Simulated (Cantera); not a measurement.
An isothermal, constant-pressure homogeneous reactor starts with CO : O₂ : H₂O : N₂ = 0.0046 : 0.058 : 0.00058 : 1 (molar parts), at 1300 K and 5.00 bar.

Cantera simulation using GRI-Mech 3.0 (53 species, 325 reactions); the numbers are that mechanism's predictions, not measurements.

x: mole fraction; the columns are a selection and need not sum to one.

| t (s) | x CO | x O₂ | x H₂O | x OH | x NO | x NO₂ | x H₂O₂ |
|---|---|---|---|---|---|---|---|
| 1.00e-5 | 0.00433 | 0.0546 | 0.000546 | 2.41e-11 | <1e-12 | <1e-12 | <1e-12 |
| 7.17e-5 | 0.00433 | 0.0546 | 0.000546 | 6.90e-10 | <1e-12 | <1e-12 | <1e-12 |
| 0.000514 | 0.00433 | 0.0546 | 0.000545 | 2.01e-8 | <1e-12 | <1e-12 | 7.89e-12 |
| 0.00369 | 0.00365 | 0.0542 | 0.000539 | 6.63e-6 | 9.33e-9 | 6.33e-10 | 3.24e-8 |
| 0.0265 | 0.000633 | 0.0528 | 0.000544 | 3.87e-6 | 4.01e-7 | 4.29e-8 | 6.04e-9 |
| 0.190 | ___ | 0.0525 | 0.000546 | ___ | 7.85e-7 | ___ | 1.60e-10 |
| 1.36 | 2.37e-9 | 0.0525 | 0.000547 | 3.71e-7 | 8.40e-7 | 1.03e-8 | 1.56e-11 |
| 9.76 | 1.30e-9 | 0.0525 | 0.000547 | 3.68e-7 | 8.42e-7 | 1.02e-8 | 1.54e-11 |
| 70.0 | 1.30e-9 | 0.0525 | 0.000547 | 3.68e-7 | 8.57e-7 | 1.04e-8 | 1.54e-11 |

Task: What belongs in the gaps?

Result: 
- 0.190, x CO: 5.79e-6
- 0.190, x OH: 1.18e-6
- 0.190, x NO₂: 5.00e-8
